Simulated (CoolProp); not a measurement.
Values from CoolProp's reference Helmholtz-energy equation of state, Smukala 2000.

Question: For ethylene, give the phase and the cv (kJ/(kg K)), Joule-Thomson coefficient (K/MPa), fugacity coefficient at -28.15 °C and 7880 kPa; -28.15 °C and 14200 kPa; -28.15 °C and 23600 kPa.

Answer: 
- -28.15 °C and 7880 kPa: liquid; cv 1.34, Joule-Thomson coefficient 0.0367, fugacity coefficient 0.245
- -28.15 °C and 14200 kPa: liquid; cv 1.34, Joule-Thomson coefficient -0.133, fugacity coefficient 0.164
- -28.15 °C and 23600 kPa: liquid; cv 1.36, Joule-Thomson coefficient -0.270, fugacity coefficient 0.129
